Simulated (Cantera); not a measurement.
A perfectly stirred reactor is fed with 11.9 % CH4, 1.54 % C2H6, 18.1 % O2, 68.4 % N2, at 7500 Torr; it is adiabatic with a 673 K inlet, and is followed from long to short residence time, starting on the burning branch (τ in s: 0.053, 0.025, 0.012, 0.0056, 0.0026, 0.0012, 0.00059, 0.00028, 0.00013, 6.3e-05, 3e-05, 1.4e-05, 6.6e-06).

Cantera simulation using GRI-Mech 3.0 (53 species, 325 reactions); the numbers are that mechanism's predictions, not measurements.

x: mole fraction; the columns are a selection and need not sum to one.

```json
[
 {"τ (s)": "0.053", "T (K)": "2115", "x CH4": "0.000733", "x C2H6": "1.70e-7", "x O2": "4.86e-5", "x CH2": "2.60e-7", "x H2O2": "…", "x H": "0.000358"},
 {"τ (s)": "0.025", "T (K)": "2117", "x CH4": "0.00127", "x C2H6": "4.45e-7", "x O2": "9.97e-5", "x CH2": "5.01e-7", "x H2O2": "…", "x H": "0.000367"},
 {"τ (s)": "0.012", "T (K)": "2121", "x CH4": "0.00200", "x C2H6": "1.08e-6", "x O2": "0.000198", "x CH2": "9.19e-7", "x H2O2": "…", "x H": "0.000381"},
 {"τ (s)": "0.0056", "T (K)": "2125", "x CH4": "0.00297", "x C2H6": "2.54e-6", "x O2": "0.000400", "x CH2": "1.67e-6", "x H2O2": "…", "x H": "0.000399"},
 {"τ (s)": "0.0026", "T (K)": "2127", "x CH4": "0.00414", "x C2H6": "5.65e-6", "x O2": "0.000799", "x CH2": "2.97e-6", "x H2O2": "…", "x H": "0.000422"},
 {"τ (s)": "0.0012", "T (K)": "2126", "x CH4": "0.00550", "x C2H6": "1.22e-5", "x O2": "0.00158", "x CH2": "5.11e-6", "x H2O2": "…", "x H": "0.000449"},
 {"τ (s)": "0.00059", "T (K)": "2119", "x CH4": "0.00697", "x C2H6": "2.48e-5", "x O2": "0.00294", "x CH2": "8.05e-6", "x H2O2": "…", "x H": "0.000474"},
 {"τ (s)": "0.00028", "T (K)": "2097", "x CH4": "0.00900", "x C2H6": "5.53e-5", "x O2": "0.00568", "x CH2": "1.20e-5", "x H2O2": "…", "x H": "0.000492"},
 {"τ (s)": "0.00013", "T (K)": "2038", "x CH4": "0.0127", "x C2H6": "0.000157", "x O2": "0.0122", "x CH2": "1.50e-5", "x H2O2": "…", "x H": "0.000459"},
 {"τ (s)": "6.3e-5", "T (K)": "673", "x CH4": "0.119", "x C2H6": "0.0154", "x O2": "0.181", "x CH2": "<1e-12", "x H2O2": "<1e-12", "x H": "<1e-12"},
 {"τ (s)": "3.0e-5", "T (K)": "673", "x CH4": "0.119", "x C2H6": "0.0154", "x O2": "0.181", "x CH2": "<1e-12", "x H2O2": "<1e-12", "x H": "<1e-12"},
 {"τ (s)": "1.4e-5", "T (K)": "673", "x CH4": "0.119", "x C2H6": "0.0154", "x O2": "0.181", "x CH2": "<1e-12", "x H2O2": "<1e-12", "x H": "<1e-12"},
 {"τ (s)": "6.6e-6", "T (K)": "673", "x CH4": "0.119", "x C2H6": "0.0154", "x O2": "0.181", "x CH2": "<1e-12", "x H2O2": "<1e-12", "x H": "<1e-12"}
]
```

Task: Complete the blanks.

Result: 
- 0.053, x H2O2: 3.55e-9
- 0.025, x H2O2: 6.84e-9
- 0.012, x H2O2: 1.33e-8
- 0.0056, x H2O2: 2.70e-8
- 0.0026, x H2O2: 5.51e-8
- 0.0012, x H2O2: 1.14e-7
- 0.00059, x H2O2: 2.24e-7
- 0.00028, x H2O2: 4.73e-7
- 0.00013, x H2O2: 1.13e-6
